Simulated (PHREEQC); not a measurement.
Consider water at 25 °C with 0.0012 mol/kgw MgCl2, 0.0095 mol/kgw CO2 and 0.00022 mol/kgw H4SiO4. Closed to the air; pH follows from the charge balance.

Model: ion-association model, wateq4f.dat, run in PHREEQC.

Precipitation was switched off in this run.

### Question
What pH does the model give?

### Answer
pH 4.18.

The solution is supersaturated, for example in Quartz (slow to form), so a real one may precipitate; this is no full list. Complexes and solids missing from the database can't appear.
